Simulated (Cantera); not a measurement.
Feed: 1 mol Si, 1.3 mol HCl, 1.2 mol H₂, equilibrated at 1575 K and 0.0240 Torr.

Equilibrium computed with Cantera from the NASA thermochemical tables; the gas is ideal and each condensed phase is pure. Candidate condensed phases: Si; 19 gas species. The tables' values for SiCl, SiCl₃ are old estimates; treat these amounts as uncertain. Equilibrium is a limit: real reactors are often held back by kinetics, nucleation or transport.

Base state: H₂ 0.644, HCl 0.178, SiCl₂ 0.168, H 0.00589, Si 0.00179, Cl 0.00130, SiCl 0.000896, SiCl₃ 0.000332 (mole fractions); condensed: Si(s).

**Question.** What changes in the equilibrium state with this change: temperature from 1575 K to 1123.15 K?

**Answer.** 
| species | before | after |
|---|---|---|
| H₂ | 0.644 | 0.656 |
| HCl | 0.178 | 0.196 |
| SiCl₂ | 0.168 | 0.124 |
| SiCl₄ | 1.72e-6 | 0.0126 |
| SiCl₃ | 0.000332 | 0.0112 |
| Si | 0.00179 | 2.02e-9 |
| SiH | 1.95e-5 | <1e-9 |
| SiCl | 0.000896 | 1.46e-7 |
| H | 0.00589 | 6.12e-6 |
| Si(s), mol | 0.571 | 0.636 |
The tables' values for SiCl₃ are old estimates; treat these amounts as uncertain.

**Question.** What changes in the equilibrium state with this change: temperature from 1575 K to 1298.15 K?

**Answer.** 
| species | before | after |
|---|---|---|
| H₂ | 0.644 | 0.643 |
| HCl | 0.178 | 0.196 |
| SiCl₂ | 0.168 | 0.158 |
| H | 0.00589 | 0.000152 |
| Si | 0.00179 | 1.28e-6 |
| SiH | 1.95e-5 | 4.85e-8 |
| Si(s), mol | 0.571 | 0.598 |
The tables' values for SiCl₃ are old estimates; treat these amounts as uncertain.

**Question.** What changes in the equilibrium state with this change: pressure from 0.0240 Torr to 10.0 Torr?

**Answer.** 
```json
[
 {"species": "H₂", "before": "0.644", "after": "0.654"},
 {"species": "HCl", "before": "0.178", "after": "0.176"},
 {"species": "SiCl₂", "before": "0.168", "after": "0.161"},
 {"species": "SiCl₃", "before": "0.000332", "after": "0.00640"},
 {"species": "Si", "before": "0.00179", "after": "4.31e-6"},
 {"species": "SiH₂Cl₂", "before": "6.58e-8", "after": "2.68e-5"},
 {"species": "Si(s), mol", "before": "0.571", "after": "0.580"}
]
```
The tables' values for SiCl₃, SiCl are old estimates; treat these amounts as uncertain.
